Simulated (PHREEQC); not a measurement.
Consider water at 25 °C with 0.003 mol/kgw NaHSO4 and 0.039 mol/kgw H3BO3. Closed to the air; pH follows from the charge balance.

All values are PHREEQC results (ion-association model, phreeqc.dat), not measurements.

Question: The ionic strength comes out as 0.00807 mol/kgw. What activity coefficients do NaSO4-, HSO4-, Na+, SO4-2, H+ get?

Answer: NaSO4- 0.91, HSO4- 0.91, Na+ 0.91, SO4-2 0.69, H+ 0.92.

This is a speciation only: nothing precipitates in the calculation.
